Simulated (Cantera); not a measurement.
Source: NASA polynomial tables (part measured, part estimated), evaluated in Cantera. Values are per mole of reaction as written; species without (g) are pure solids or liquids, kept so even where they would boil at 1 bar. VN: taken at fixed stoichiometry.

5 O₃(g) + 6 VN = 3 N₂O(g) + 6 VO₂(g)

```csv
T (K),ΔH° (kJ),ΔS° (J/K),ΔG° (kJ),log10 K
1550,…,…,…,…
1625,-687.0,684.5,-1799.3,57.84
1700,-698.1,677.8,-1850.4,56.85
1775,-710.0,671.0,-1901.0,55.94
1850,-722.7,664.0,-1951.0,55.09
1925,-736.2,656.8,-2000.5,54.28
2000,-750.6,649.5,-2049.5,53.53
2075,-765.8,642.0,-2098.0,52.81
2150,…,…,…,…
2225,-799.1,626.5,-2193.1,51.48
2300,-817.0,618.6,-2239.8,50.87
```

Question: Fill in the missing entries.

Answer: 
- 1550, ΔH° (kJ): -676.6
- 1550, ΔS° (J/K): 691.1
- 1550, ΔG° (kJ): -1747.7
- 1550, log10 K: 58.90
- 2150, ΔH° (kJ): -782.0
- 2150, ΔS° (J/K): 634.3
- 2150, ΔG° (kJ): -2145.8
- 2150, log10 K: 52.13
